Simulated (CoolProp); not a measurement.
Properties of ammonia along the isobar 172 bar.

The numbers come from the reference Helmholtz-energy equation of state, Gao 2020 in CoolProp.

```tsv
T (°C)	phase	density (kg/m³)	cp (kJ/(kg K))	isothermal compressibility (1/MPa)	expansivity (1/kK)
54.25	liquid	574.9	4.815	0.001958	2.668
69.15	liquid	551.2	4.974	0.002526	3.020
84.05	liquid	525.1	5.195	0.003391	3.510
98.85	liquid	496.0	5.520	0.004814	4.238
113.75	liquid	461.9	6.057	0.007525	5.464
128.65	liquid	419.0	7.104	0.01395	7.941
143.45	supercritical	357.6	9.848	0.03675	14.84
158.35	supercritical	248.5	16.72	0.1479	34.13
173.25	supercritical	165.9	10.10	0.1351	19.08
188.15	supercritical	133.4	6.894	0.1074	11.48
```

The peak of cp marks the crossing from liquid-like to gas-like fluid above the critical point.
